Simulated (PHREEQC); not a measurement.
Model water analysis in mmol/kgw, 20 °C, pH 3.55, pe 12:

```csv
constituent,mmol/kgw
Na,2.08
K,2.04
Ca,13.5
Mg,8.51
Cl,12.1
S(6),18.1
Mn(2),0.0716
Zn,0.00986
Li,0.485
```

Valence states are taken as typed.

Model: ion-association model, wateq4f.dat, run in PHREEQC.

```yaml
ionic_strength: 0.0619 mol/kgw
total_alkalinity: -0.490 meq/kg
charge_balance_error: 1.4 %
```

```json
[
 {"species": "Cl-", "molality": "0.0121", "activity": "0.00968", "log γ": "-0.097"},
 {"species": "SO4-2", "molality": "0.0112", "activity": "0.00489", "log γ": "-0.360"},
 {"species": "Ca+2", "molality": "0.00956", "activity": "0.00430", "log γ": "-0.347"},
 {"species": "Mg+2", "molality": "0.00584", "activity": "0.00270", "log γ": "-0.335"},
 {"species": "CaSO4", "molality": "0.00394", "activity": "0.00399", "log γ": "0.006"},
 {"species": "MgSO4", "molality": "0.00267", "activity": "0.00271", "log γ": "0.006"}
]
```

No solid was allowed to form.
